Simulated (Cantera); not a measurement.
Cantera run:

```python
import numpy as np
import cantera as ct

gas_names = """
    Cu CuF CuF2 Cu2 F F2 H HF H2 H2F2 H3F3 H4F4 H5F5 H6F6 H7F7
""".split()
cond_names = """
    Cu(cr) Cu(L) CuF2(s) CuF2(L)
""".split()


def load(file, names, dense=False):
    # The tables refer to 1 bar. Condensed volumes are neglected.
    table = {s.name: s for s in ct.Species.list_from_file(file)}
    out = []
    for n in names:
        d = dict(table[n].input_data)
        d["thermo"] = dict(d["thermo"], **{"reference-pressure": 1e5})
        if dense:
            d["equation-of-state"] = {"model": "constant-volume", "density": "1e6 g/cm^3"}
        out.append(ct.Species.from_dict(d))
    return out


gas = ct.Solution(thermo="ideal-gas", species=load("nasa_gas.yaml", gas_names))
cond = {s.name: ct.Solution(thermo="fixed-stoichiometry", species=[s], name=s.name)
        for s in load("nasa_condensed.yaml", cond_names, dense=True)}
atoms = {
    'Cu': {'Cu': 1},
    'F2': {'F': 2},
    'H2': {'H': 2},
}
top_T = {}  # K; cautious upper limits of use, not melting points


def equilibrate(T, P, feed):
    n = {}
    for name, mol in feed.items():
        for a, k in atoms[name].items():
            n[a] = n.get(a, 0.0) + k * mol
    gas.TPX = T, P, n
    mass = sum(n.values()) * gas.mean_molecular_weight
    gas.equilibrate("TP")
    valid = [c for c in cond.values() if c.min_temp <= T <= top_T.get(c.name, c.max_temp)]
    mix = ct.Mixture([(gas, mass / gas.mean_molecular_weight)] + [(c, 0.0) for c in valid])
    mix.T, mix.P = T, P
    mix.equilibrate("TP", solver="vcs", rtol=1e-11, max_steps=5000)
    return mix


results = []
feed = {'Cu': 1, 'F2': 2.3, 'H2': 19}  # mol
T = 1473.15  # K
P = 170  # Pa
mix = equilibrate(T, P, feed)
results.append((T, P, feed, dict(zip(mix.species_names, mix.species_moles))))
print(gas.report(threshold=1e-05))
for i in range(1, mix.n_phases):
    print(f"{mix.phase(i).name:16s} {mix.phase_moles(i):12.5e} mol")
```

Output:

```
       temperature   1473.2 K
          pressure   170 Pa
           density   8.4382e-05 kg/m^3
  mean mol. weight   6.0797 kg/kmol
   phase of matter   gas

                          1 kg             1 kmol
                     ---------------   ---------------
          enthalpy       -3.6435e+06       -2.2151e+07  J
   internal energy       -5.6581e+06         -3.44e+07  J
           entropy             40327        2.4518e+05  J/K
    Gibbs function       -6.3051e+07       -3.8333e+08  J
 heat capacity c_p            5295.2             32193  J/K
 heat capacity c_v            3927.6             23879  J/K

                      mass frac. Y      mole frac. X     chem. pot. / RT
                     ---------------   ---------------   ---------------
                Cu          0.031901         0.0030521           -6.6183
               CuF        0.00071983        5.3019e-05           -47.926
                 H        4.5054e-05        0.00027174           -12.587
                HF            0.7082           0.21522           -53.895
                H2           0.25911           0.78141           -25.174
     [  +10 minor]        2.0959e-05        1.0048e-06

Cu(L)             9.33605e-01 mol
CuF2(L)           0.00000e+00 mol
```

Cantera equilibrium calculation (NASA polynomials, part measured and part estimated; ideal gas, pure solids and liquids).
